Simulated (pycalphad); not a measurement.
An equivalent pycalphad script:

```python
from pycalphad import Database, equilibrium, calculate, variables as v
import numpy as np
db = Database('COST507.tdb')
comps = ['SI', 'SN', 'VA']
phases = ['BCT_A5', 'DIAMOND_A4', 'LIQUID']
eq = equilibrium(db, comps, phases, {v.X('SN'): 0.958, v.T: np.arange(2350, 499, -100), v.P: 101325, v.N: 1}, output=['HM', 'SM'])
```

CALPHAD calculation (pycalphad, COST 507 light-alloy database (1999)), 1 atm. These are 1990s assessments: newer ones move some temperatures and phases. Amounts are mole fractions of atoms.

Results at three of the temperatures:

```
T = 2350.00 K, P = 101325 Pa, N = 1 mol of atoms
G = -224488 J/mol, H = 68256 J/mol, S = 124.57 J/(mol K)  (SER reference)
chemical potentials (J/mol): Si -170328, Sn -226863
phase             fraction      x(Si)      x(Sn)
LIQUID              1.0000     0.0420     0.9580
```

```
T = 2150.00 K, P = 101325 Pa, N = 1 mol of atoms
G = -199823 J/mol, H = 62576 J/mol, S = 122.05 J/(mol K)  (SER reference)
chemical potentials (J/mol): Si -145180, Sn -202218
phase             fraction      x(Si)      x(Sn)
LIQUID              1.0000     0.0420     0.9580
```

```
T = 550.00 K, P = 101325 Pa, N = 1 mol of atoms
G = -30379 J/mol, H = 13955 J/mol, S = 80.61 J/(mol K)  (SER reference)
chemical potentials (J/mol): Si -12177, Sn -31177
phase             fraction      x(Si)      x(Sn)
LIQUID              0.9580   1.68e-06     1.0000
DIAMOND_A4          0.0420     1.0000   2.48e-07
```

Changes of the phase set, refined by bisection:

```tsv
T (°C)	phases above	phases below
1044.5	LIQUID	DIAMOND_A4 + LIQUID
```

DIAMOND_A4 is diamond (Si).
